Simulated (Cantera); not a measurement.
Cantera run:

```python
import numpy as np
import cantera as ct

gas_names = """
    AL ALC ALN AL2 C CN C2 CCN CNC C2N2 C3 C4 C4N2 C5 N N2
""".split()
cond_names = """
    AL(cr) AL(L) ALN(s) C(gr)
""".split()


def load(file, names, dense=False):
    # The tables refer to 1 bar. Condensed volumes are neglected.
    table = {s.name: s for s in ct.Species.list_from_file(file)}
    out = []
    for n in names:
        d = dict(table[n].input_data)
        d["thermo"] = dict(d["thermo"], **{"reference-pressure": 1e5})
        if dense:
            d["equation-of-state"] = {"model": "constant-volume", "density": "1e6 g/cm^3"}
        out.append(ct.Species.from_dict(d))
    return out


gas = ct.Solution(thermo="ideal-gas", species=load("nasa_gas.yaml", gas_names))
cond = {s.name: ct.Solution(thermo="fixed-stoichiometry", species=[s], name=s.name)
        for s in load("nasa_condensed.yaml", cond_names, dense=True)}
atoms = {
    'AlN': {'AL': 1, 'N': 1},
    'N2': {'N': 2},
    'C': {'C': 1},
}
top_T = {'ALN(s)': 2750, 'C(gr)': 4500}  # K; cautious upper limits of use, not melting points


def equilibrate(T, P, feed):
    n = {}
    for name, mol in feed.items():
        for a, k in atoms[name].items():
            n[a] = n.get(a, 0.0) + k * mol
    gas.TPX = T, P, n
    mass = sum(n.values()) * gas.mean_molecular_weight
    gas.equilibrate("TP")
    valid = [c for c in cond.values() if c.min_temp <= T <= top_T.get(c.name, c.max_temp)]
    mix = ct.Mixture([(gas, mass / gas.mean_molecular_weight)] + [(c, 0.0) for c in valid])
    mix.T, mix.P = T, P
    mix.equilibrate("TP", solver="vcs", rtol=1e-11, max_steps=5000)
    return mix


results = []
feed = {'AlN': 1, 'N2': 0.1, 'C': 0.0036}  # mol
P = 1000  # Pa
for T in [1400, 1600, 1800, 2000, 2200, 2400, 2600, 2800]:
    mix = equilibrate(T, P, feed)
    results.append((T, P, feed, dict(zip(mix.species_names, mix.species_moles))))

top = {s: max(r[3][s] / sum(r[3][g] for g in gas_names) for r in results) for s in gas_names}
cols = sorted((s for s in top if top[s] > 1e-06), key=lambda s: -top[s])[:5]
seen = [c for c in cond_names if any(r[3].get(c, 0) > 1e-12 for r in results)]
print("log10 of partial pressures in bar; condensed amounts in mol")
print(f"{'T/K':>10s}" + "".join(f"{s[:9]:>10s}" for s in cols + seen))
for T, P, feed, n in results:
    ng = sum(n[g] for g in gas_names)
    print(f"{T:10.4g}" + "".join(f"{np.log10(max(n[s] / ng * P / 1e5, 1e-99)):10.3f}" for s in cols)
          + "".join(f"{n.get(c, 0):10.4g}" for c in seen))
```

It prints:

```
log10 of partial pressures in bar; condensed amounts in mol
       T/K        N2        AL        CN       AL2        C3    ALN(s)     C(gr)
      1400    -2.000   -10.795   -12.128   -20.170   -19.803         1    0.0036
      1600    -2.000    -7.824   -10.090   -15.033   -15.935         1    0.0036
      1800    -2.000    -5.522    -8.510   -11.057   -12.941         1    0.0036
      2000    -2.009    -3.683    -7.253    -7.882   -10.557    0.9979  0.003599
      2200    -2.426    -2.205    -6.432    -5.336    -8.617         0  0.003526
      2400    -2.426    -2.204    -5.576    -5.680    -7.008         0  0.003062
      2600    -2.427    -2.205    -4.859    -5.971    -5.671         0         0
      2800    -2.427    -2.205    -4.766    -6.221    -6.091         0         0
```

These are equilibrium values from Cantera (NASA tables, ideal gas, pure condensed phases), not measurements of a reactor.
